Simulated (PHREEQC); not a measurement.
## Copper plating or etch bath (model solution)

Make-up at 25 °C: 0.069 mol CuSO4, 0.0054 mol HCl and 0.0043 mol KCl per kg of water. Closed to the air; pH follows from the charge balance.

All values are PHREEQC results (ion-association model, wateq4f.dat), not measurements.

Precipitation was switched off in this run.

Task: Estimate the pH, ionic strength.

Result: pH 2.70; ionic strength 0.158 mol/kgw.

Task: In which forms is Cu present?

Result: Cu+2 56 %, CuSO4 44 % of the Cu.
